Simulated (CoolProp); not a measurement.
C3F8 (R218) at 298.15 K and 0.13 MPa flows at 2 m/s in a round tube of 50 mm bore and 1.5 µm roughness, fully developed (64/Re and Nu = 3.66 if laminar; Colebrook and Gnielinski if turbulent). Each further row changes one setting.

Model: reference Helmholtz-energy equation of state, Lemmon 2006, in CoolProp. It is a short technical equation, of lower accuracy than the large ones.

```json
[
 {"case": "as stated", "Reynolds number": "…", "Darcy friction factor": "…", "pressure drop (Pa/m)": "…", "heat-transfer coefficient (W/(m² K))": "41.5", "mass flow (kg/h)": "…"},
 {"case": "velocity 4 m/s", "Reynolds number": "164000", "Darcy friction factor": "0.0165", "pressure drop (Pa/m)": "26.7", "heat-transfer coefficient (W/(m² K))": "…", "mass flow (kg/h)": "287"},
 {"case": "diameter 100 mm", "Reynolds number": "164000", "Darcy friction factor": "…", "pressure drop (Pa/m)": "…", "heat-transfer coefficient (W/(m² K))": "36.0", "mass flow (kg/h)": "573"}
]
```

Task: Complete the blanks.

Result: 
- as stated, Reynolds number: 82100
- as stated, Darcy friction factor: 0.0189
- as stated, pressure drop (Pa/m): 7.66
- as stated, mass flow (kg/h): 143
- velocity 4 m/s, heat-transfer coefficient (W/(m² K)): 72.4
- diameter 100 mm, Darcy friction factor: 0.0164
- diameter 100 mm, pressure drop (Pa/m): 3.32

Viscosity comes from a separate model (Huber 2003), an estimate that may be off by 10 % or more. Thermal conductivity comes from a separate model (Huber 2003), an estimate that may be off by 10 % or more.
